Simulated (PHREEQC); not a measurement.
Consider water at 25 °C with 0.028 mol BaCl2 and 0.000106 mol CO2 per kg of water. Closed to the air; pH follows from the charge balance.

Model: Pitzer model, pitzer.dat, run in PHREEQC.

### Question
The ionic strength comes out as 0.0840 mol/kgw. What activity coefficients do H+, Ba+2, HCO3-, Cl- get?

### Answer
H+ 0.79, Ba+2 0.38, HCO3- 0.74, Cl- 0.78. Single-ion values are on the MacInnes scale.

Precipitation was switched off in this run. Species that the database lacks are ignored.
